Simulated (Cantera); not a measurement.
A closed system holds: 1 mol B2H6, a varied amount of O2, held at 0.100 bar.

Cantera equilibrium calculation (NASA polynomials, part measured and part estimated; ideal gas, pure solids and liquids). Candidate condensed phases: B, B2O3, B3O3H3, H2O; 23 gas species. The feed counts by its element totals alone. Mutual solubility and eutectic melting of coexisting phases are not modelled. The numbers say what is thermodynamically allowed, not how fast it happens.

Stable condensed phases, one row left out:

```
T in K \ n(O2) in mol
         0.21 0.26 0.33 0.41 0.52 0.65 0.82    1  1.3  1.6
   2148     A    A    A    A    A    A    A    A    B    B
   2098     A    A    A    A    A    A    A    A    B    B
   2048     A    A    A    A    A    A    A    A    B    B
   1998     A    A    A    A    A    A    A    A    B    B
   1898     A    A    A    A    A    A    A    A    B    C
   1848     A    A    A    A    A    A    A    A    C    C
   1798     A    A    A    A    A    A    A    D    C    C
   1748     A    A    A    A    D    D    D    D    D    C
```

A: B; B: gas only; C: B2O3; D: B + B2O3.

### Question
Give the row for 1948 K.

### Answer
0.21: B; 0.26: B; 0.33: B; 0.41: B; 0.52: B; 0.65: B; 0.82: B; 1: B; 1.3: gas only; 1.6: gas only.
